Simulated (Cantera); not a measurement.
Predominance diagram of Ta at 1327 °C against the partial pressures of O2 and CO (log10, bar). Source: NASA polynomial tables (part measured, part estimated), evaluated in Cantera. Candidates: Ta(s), TaC(s), Ta2O5(s). Only these pure phases compete in this equilibrium. TaC: taken at fixed stoichiometry. Not in the tables: Ta2C.

Problem. Which phase is stable at these pairs, and which metal-bearing vapour leads over it? (-14.3, -14); (-6, -9.3); (-5.3, -12.4); (-0.4, -12.4); (-15, -3.1); (-7.3, -7.8); (-9.4, -10.9)

Solution. 
| log p(O2) | log p(CO) | phase | chief vapour | log p (bar) |
|---|---|---|---|---|
| -14.3 | -14 | Ta2O5(s) | TaO2 | -10.7 |
| -6 | -9.3 | Ta2O5(s) | TaO2 | -12.7 |
| -5.3 | -12.4 | Ta2O5(s) | TaO2 | -12.9 |
| -0.4 | -12.4 | Ta2O5(s) | TaO2 | -14.1 |
| -15 | -3.1 | Ta2O5(s) | TaO2 | -10.5 |
| -7.3 | -7.8 | Ta2O5(s) | TaO2 | -12.4 |
| -9.4 | -10.9 | Ta2O5(s) | TaO2 | -11.9 |
